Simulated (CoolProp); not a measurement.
A closed Brayton cycle with carbon dioxide: compressor inlet 310.15 K and 8.6 MPa, high pressure 22.5 MPa, turbine inlet 985 K, compressor efficiency 0.85, turbine efficiency 0.85, recuperator effectiveness 0.8 (on enthalpy, no pinch check). Each further row changes one setting.

Values from CoolProp's reference Helmholtz-energy equation of state, Span 1996.

| case | thermal efficiency (%) | net work (kJ/kg) | compressor to turbine work | compressor exit (K) | turbine exit (K) |
|---|---|---|---|---|---|
| as stated | 30.3 | 119 | 0.18 | 347.8 | 863.1 |
| turbine inlet 935 K | … | 111 | … | 347.8 | … |
| compressor inlet 320.15 K | 29.9 | … | 0.30 | 393.0 | 863.1 |
| high pressure 19.1 MPa | … | 101 | 0.17 | 340.9 | 883.2 |
| recuperator effectiveness 0.5 | 20.6 | 119 | 0.18 | 347.8 | 863.1 |

Some entries are withheld; supply them.


- turbine inlet 935 K, thermal efficiency (%): 29.8
- turbine inlet 935 K, compressor to turbine work: 0.19
- turbine inlet 935 K, turbine exit (K): 817.2
- compressor inlet 320.15 K, net work (kJ/kg): 102
- high pressure 19.1 MPa, thermal efficiency (%): 27.4
